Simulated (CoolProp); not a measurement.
Methane along the isotherm 260.4 K: Z from the reference equation and from simpler models built on Tc = 190.6 K, pc = 45.99 bar, ω = 0.011; each cubic takes its own stable root.

Computed with CoolProp (reference Helmholtz-energy equation of state, Setzmann 1991).

```csv
p (bar),phase,reference
0.727,gas,0.9980
1.1,gas,0.9970
1.65,gas,0.9954
2.5,gas,0.9931
3.77,gas,0.9896
5.68,gas,0.9842
8.57,gas,0.9762
12.9,gas,0.9641
19.5,gas,0.9456
29.4,gas,0.9177
44.4,gas,0.8755
67,supercritical,0.8136
101,supercritical,0.7345
152,supercritical,0.6883
230,supercritical,0.7580
```

**Question.** How far does each simpler model (van der Waals, Redlich-Kwong, Soave-Redlich-Kwong, Peng-Robinson) lie from the reference over these 15 states: mean and median of the absolute difference, and the worst?

**Answer.** 
- van der Waals: mean 1.7 %, median 0.3 %, worst +11.4 % at 260.4 K and 230 bar
- Redlich-Kwong: mean 0.7 %, median 0.1 %, worst +3.9 % at 260.4 K and 230 bar
- Soave-Redlich-Kwong: mean 1.0 %, median 0.0 %, worst +5.7 % at 260.4 K and 152 bar
- Peng-Robinson: mean 1.2 %, median 0.8 %, worst -3.1 % at 260.4 K and 67 bar
